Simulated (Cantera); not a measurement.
Charge: 1 mol Fe3O4, 19 mol H2, 0.071 mol H2O, held at 480000 Pa.

Equilibrium computed with Cantera from the NASA thermochemical tables; the gas is ideal and each condensed phase is pure. Candidate condensed phases: Fe, FeO, Fe(OH)2, Fe(OH)3, Fe2O3, Fe3O4, H2O; 12 gas species. The numbers say what is thermodynamically allowed, not how fast it happens.

Problem. At 1873 K, list the 5 most abundant gas species with their mole fractions, and the condensed phases.

Solution. H2 0.786, H2O 0.213, H 0.000261, Fe(OH)2 2.70e-5, Fe 1.65e-5. Condensed: Fe(l).
